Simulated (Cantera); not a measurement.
Cantera run:

```python
import numpy as np
import cantera as ct

gas_names = """
    PbS SF6 SF4
""".split()
cond_names = """
    Pb(cr) Pb(L)
""".split()


# ... load() reads the species with a 1 bar reference pressure and builds the phases ...
species = {s.name: s for s in load("nasa_gas.yaml", gas_names) + load("nasa_condensed.yaml", cond_names)}
# Each term lists the table entries of one substance; the one whose range holds T is used.
reactions = {
    'PbS(g) + 2 SF6(g) = 3 SF4(g) + Pb':
        [(-1, ['PbS']), (-2, ['SF6']), (3, ['SF4']), (1, ['Pb(cr)', 'Pb(L)'])],
}


def pick(names, T):
    return next(species[n] for n in names if species[n].thermo.min_temp <= T <= species[n].thermo.max_temp)


results = []
for label, terms in reactions.items():
    print(label)
    print("     T/K   dH/kJ  dS/(J/K)   dG/kJ   log10 K")
    for T in [300, 1600, 1625, 1650, 1675, 1700, 1725, 1750, 1775, 1800]:
        used = [(nu, pick(names, T)) for nu, names in terms]
        dH = sum(nu * s.thermo.h(T) for nu, s in used) / 1e6
        dS = sum(nu * s.thermo.s(T) for nu, s in used) / 1e3
        dG = dH - T * dS / 1e3
        logK = -dG * 1e6 / (ct.gas_constant * T * np.log(10))
        results.append((label, T, dH, dS, dG, logK, [s.name for _, s in used]))
        print(f"{T:8g} {dH:8.1f} {dS:8.1f} {dG:8.1f} {logK:8.2f}")
```

Output:

```
PbS(g) + 2 SF6(g) = 3 SF4(g) + Pb
     T/K   dH/kJ  dS/(J/K)   dG/kJ   log10 K
     300     19.7    129.4    -19.1     3.33
    1600     35.2    157.4   -216.5     7.07
    1625     35.3    157.4   -220.5     7.09
    1650     35.3    157.4   -224.4     7.10
    1675     35.3    157.4   -228.3     7.12
    1700     35.3    157.4   -232.3     7.14
    1725     35.3    157.4   -236.2     7.15
    1750     35.3    157.4   -240.1     7.17
    1775     35.3    157.4   -244.1     7.18
    1800     35.4    157.4   -248.0     7.20
```

Cantera with NASA thermochemical tables; ideal gases at 1 bar, condensed phases pure. Condensed species are held in their standard states even where they would react or evaporate.
